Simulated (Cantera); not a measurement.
Charge: 1 mol SiO₂, 0.25 mol C, 1.7 mol H₂, at 3.00 Pa.

These are equilibrium values from Cantera (NASA tables, ideal gas, pure condensed phases), not measurements of a reactor. Candidate condensed phases: C, C₆H₆, C₇H₈, C₈H₁₈, H₂O, Si, SiC, SiO₂; 123 gas species. The tables hold silica as quartz up to 1696 K and as liquid above; real silica turns to tridymite and cristobalite and melts near 1996 K. The numbers say what is thermodynamically allowed, not how fast it happens.

Q: Which condensed phases are stable at each of these points (T (K)): 1648, 1698, 1748, 1798, 1848, 1898, 1948, 1998, 2048, 2098, 2148, 2198, 2248?

A: 
| T (K) | condensed phases | Si condensed (%) |
|---|---|---|
| 1648 | SiO₂(β-quartz) | 71.2 |
| 1698 | SiO₂(condensed) | 65.2 |
| 1748 | SiO₂(condensed) | 54.0 |
| 1798 | SiO₂(condensed) | 35.9 |
| 1848 | SiO₂(condensed) | 10.5 |
| 1898 | gas only | 0.0 |
| 1948 | gas only | 0.0 |
| 1998 | gas only | 0.0 |
| 2048 | gas only | 0.0 |
| 2098 | gas only | 0.0 |
| 2148 | gas only | 0.0 |
| 2198 | gas only | 0.0 |
| 2248 | gas only | 0.0 |

At 1648 K the condensed part is SiO₂(β-quartz). From 1698 K to 1848 K the condensed part is SiO₂(condensed). From 1898 K to 2248 K nothing is condensed.
